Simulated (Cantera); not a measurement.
A closed system holds: 1 mol PbO, 0.063 mol O2, 0.39 mol N2, at 1375 K and 1000 Pa.

These are equilibrium values from Cantera (NASA tables, ideal gas, pure condensed phases), not measurements of a reactor. Candidate condensed phases: Pb, PbO, PbO2, Pb3O4; 12 gas species. Gases not in the tables: (PbO)n polymers. Rates play no part.

Base state: N2 0.717, PbO 0.154, O2 0.120, Pb 0.00872, NO 0.000453 (mole fractions); condensed: PbO(l).

Question: What changes in the equilibrium state with this change: PbO replaced by HgO?

Answer: 
```tsv
species	before	after
Hg	0	0.512
O2	0.120	0.288
N2	0.717	0.200
PbO	0.154	0
Pb	0.00872	0
NO	0.000453	0.000370
PbO(l), mol	0.912	0
```
Further candidate phases: Hg, HgO.
